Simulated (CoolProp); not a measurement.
Vapour-liquid equilibrium of R125 (1) + R1234yf (2) at 308.8 K; x and y are mole fractions of (1).

Values from CoolProp's multi-fluid Helmholtz-energy mixture model, Lemmon 2005 and Lemmon 2022; pair parameters Bell 2023.

| x | bubble pressure, mixture model (MPa) | bubble pressure, Raoult's law (MPa) | y, mixture model | y, Raoult's law |
|---|---|---|---|---|
| 0.05 | 0.9521 | 0.9555 | 0.081 | 0.095 |
| 0.15 | 1.036 | 1.045 | 0.226 | 0.259 |
| 0.25 | 1.120 | 1.135 | 0.353 | 0.398 |
| 0.35 | 1.205 | 1.224 | 0.466 | 0.517 |
| 0.45 | 1.292 | 1.314 | 0.567 | 0.619 |
| 0.55 | 1.380 | 1.404 | 0.660 | 0.708 |
| 0.65 | 1.470 | 1.493 | 0.744 | 0.787 |
| 0.75 | 1.563 | 1.583 | 0.823 | 0.856 |
| 0.85 | 1.658 | 1.673 | 0.897 | 0.918 |
| 0.95 | 1.757 | 1.762 | 0.967 | 0.974 |

The largest gap from Raoult's law is -1.7 % in bubble pressure, at x = 0.45. No azeotrope shows between x = 0.05 and 0.95.

Pair parameters are fitted to limited data, so mixtures are less certain than the pure fluids.
